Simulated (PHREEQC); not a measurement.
Solution (15 °C): 180 mmol/kgw NaHSO4, 0.18 mmol/kgw Na2HPO4 and 2 mmol/kgw KCl. Closed to the air; pH follows from the charge balance.

Computed with PHREEQC (ion-association model, phreeqc.dat).

| quantity | before | after |
|---|---|---|
| pH | 1.22 | 0.89 |
| ionic strength (mol/kgw) | 0.309 | 0.383 |
| Na+ (mol/kgw) | 0.168 | 0.173 |
| HSO4- (mol/kgw) | 0.103 | 0.132 |
| SO4-2 (mol/kgw) | 0.0637 | 0.0404 |
| NaSO4- (mol/kgw) | 0.0128 | 0.00779 |
| SI of Halite (NaCl) | -5.33 | -5.33 |
| SI of Sylvite (KCl) | -6.61 | -6.62 |

Q: Name the change that produced these shifts.
(A) 0.12 mol/kgw HBr added
(B) KCl from 0.002 to 0.02 mol/kgw
(C) NaHSO4 from 0.18 to 0.036 mol/kgw
(D) Na2HPO4 left out

A: A, 0.12 mol/kgw HBr added

This is a speciation only: nothing precipitates in the calculation.
